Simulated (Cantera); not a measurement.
Feed: 1 mol CaCO3, 0.47 mol H2, 2.5 mol O2, equilibrated at 0.128 Torr.

These are equilibrium values from Cantera (NASA tables, ideal gas, pure condensed phases), not measurements of a reactor. Candidate condensed phases: C, C6H6, C7H8, C8H18, Ca, CaCO3, CaO, Ca(OH)2, H2O; 115 gas species. Equilibrium is a limit: real reactors are often held back by kinetics, nucleation or transport.

At 1950 K, list the 7 most abundant gas species with their mole fractions, and the condensed phases.

O2 0.581, CO2 0.238, H2O 0.108, O 0.0264, CO 0.0207, OH 0.0187, H 0.00406. Condensed: CaO(s).
